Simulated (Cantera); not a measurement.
A counterflow diffusion flame at 0.592 atm, nozzles 20 mm apart: fuel side 45.5 % CH3OH, 54.5 % N2 at 525 K, oxidiser side 27.0 % O2, 73.0 % N2 at 700 K, fuel mass flux 1 times the oxidiser's; mixture-averaged transport, no radiation.

Detailed kinetics in Cantera: GRI-Mech 3.0 (53 species, 325 reactions). GRI-Mech 3.0 was tuned for natural gas; its chemistry of methanol as a main component is partial and can be far from experiment. GRI-Mech 3.0 has no aromatics or soot, which form on the fuel side of real flames. The maximum strain rate includes the flame's own expansion and is several times the mean.

x: mole fraction; the columns are a selection and need not sum to one.

```csv
oxidiser flux (kg/m²/s),max strain (1/s),mean strain (1/s),T max (K),peak x OH,peak x H,peak x NO,peak x CO,peak x C2H2
0.15,171,43.3,2126,0.0132,0.00941,0.000114,0.150,0.000258
0.2,[?],57.7,2086,0.0131,0.0101,[?],0.148,[?]
0.27,287,77.9,2045,0.0129,0.0108,6.62e-5,0.146,0.000354
0.37,[?],107,2002,0.0127,0.0116,[?],0.144,[?]
0.5,500,144,1964,0.0126,0.0123,4.40e-5,0.142,0.000457
0.68,662,196,1924,0.0122,0.0130,3.70e-5,0.140,0.000496
0.92,875,266,1884,0.0119,0.0135,3.13e-5,0.138,0.000517
1.2,1120,346,1848,0.0114,0.0138,2.69e-5,0.136,0.000517
1.7,1550,491,1803,0.0107,0.0141,2.15e-5,0.133,0.000482
2.3,2060,664,1770,0.0102,0.0142,1.76e-5,0.131,0.000430
```

Q: Complete the blanks.

A: 
- 0.2, max strain (1/s): 220
- 0.2, peak x NO: 8.58e-5
- 0.2, peak x C2H2: 0.000304
- 0.37, max strain (1/s): 380
- 0.37, peak x NO: 5.27e-5
- 0.37, peak x C2H2: 0.000408
